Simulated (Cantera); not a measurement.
An isothermal, constant-pressure homogeneous reactor starts with 30.5 % H₂, 16.9 % O₂, 52.5 % N₂, at 1225 K and 13300 Pa.

Model: GRI-Mech 3.0 (53 species, 325 reactions), integrated in Cantera. The temperature is held fixed by assumption; the heat of reaction is taken as removed at once.

One state of this run: x H₂ = 0.00142; x O₂ = 0.0205; x HO₂ = 3.56e-6; x N₂O = 2.29e-8; x OH = 0.000671. x: mole fraction; the columns are a selection and need not sum to one.

**Question.** Which value of t (s) does it belong to?
A) 0.00284
B) 0.0357
C) 0.0101
D) 0.449

**Answer.** C, 0.0101
